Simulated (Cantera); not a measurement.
Charge: 1 mol PbO, 0.11 mol CO, a varied amount of H2, equilibrated at 0.0450 bar.

Cantera equilibrium calculation (NASA polynomials, part measured and part estimated; ideal gas, pure solids and liquids). Candidate condensed phases: C, C6H6, C7H8, C8H18, H2O, Pb, PbO, PbO2, Pb3O4; 113 gas species. Each liquid is taken as pure. Mutual solubility and eutectic melting of coexisting phases are not modelled. Kinetics and transport are ignored.

Q: What condenses at these points (T in K, n(H2) in mol): (1073, 1.5); (1173, 0.2); (923, 12); (1273, 95); (1023, 1.5); (1223, 4.3)?

A: 
| T (K) | n(H2) in mol | condensed phases | Pb condensed (%) |
|---|---|---|---|
| 1073 | 1.5 | Pb | 99.7 |
| 1173 | 0.2 | Pb + PbO | 99.7 |
| 923 | 12 | Pb | 99.9 |
| 1273 | 95 | gas only | 0.0 |
| 1023 | 1.5 | Pb | 99.9 |
| 1223 | 4.3 | Pb | 90.9 |
